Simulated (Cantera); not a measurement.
A closed system holds: 1 mol PbO, 0.3 mol H2, equilibrated at 9.30 mbar.

Cantera equilibrium calculation (NASA polynomials, part measured and part estimated; ideal gas, pure solids and liquids). Candidate condensed phases: H2O, Pb, PbO, PbO2, Pb3O4; 12 gas species. Each liquid is taken as pure. Mutual solubility and eutectic melting of coexisting phases are not modelled. Gases not in the tables: (PbO)n polymers. The numbers say what is thermodynamically allowed, not how fast it happens.

x: gas mole fraction; n: condensed amount in mol.

```csv
T (°C),x H2O,x PbO,x Pb,x O2,x H2,n Pb(l),n PbO(red),n PbO(yellow),n PbO(l)
377,1.000,<1e-12,1.01e-8,<1e-12,2.64e-5,0.300,0.700,0,0
452,1.000,[?],[?],<1e-12,[?],0.300,0.700,0,0
527,1.000,7.53e-9,6.61e-6,<1e-12,6.31e-5,0.300,0,0.700,0
602,1.000,2.77e-7,7.25e-5,<1e-12,8.96e-5,0.300,0,0.700,0
677,0.999,5.67e-6,0.000541,2.39e-12,0.000122,0.300,0,0.700,0
752,0.997,[?],[?],[?],[?],0.299,0,0.700,0
827,0.986,0.000666,0.0130,4.39e-9,0.000203,0.296,0,0.700,0
902,0.949,0.00433,0.0468,8.35e-8,0.000254,0.285,0,0,0.699
977,0.836,0.0196,0.144,8.55e-7,0.000323,0.248,0,0,0.693
1052,0.538,0.0742,0.388,6.64e-6,0.000290,0.0837,0,0,0.659
1127,0.379,0.241,0.380,0.000248,0.000113,0,0,0,0.509
1202,0.229,0.517,0.245,0.00829,3.51e-5,0,0,0,0
1277,0.226,0.493,0.262,0.0179,6.35e-5,0,0,0,0
```

Q: Some entries are withheld; supply them.

A: 
- 452, x PbO: 9.49e-11
- 452, x Pb: 3.63e-7
- 452, x H2: 4.22e-5
- 752, x PbO: 7.37e-5
- 752, x Pb: 0.00299
- 752, x O2: 1.36e-10
- 752, x H2: 0.000160
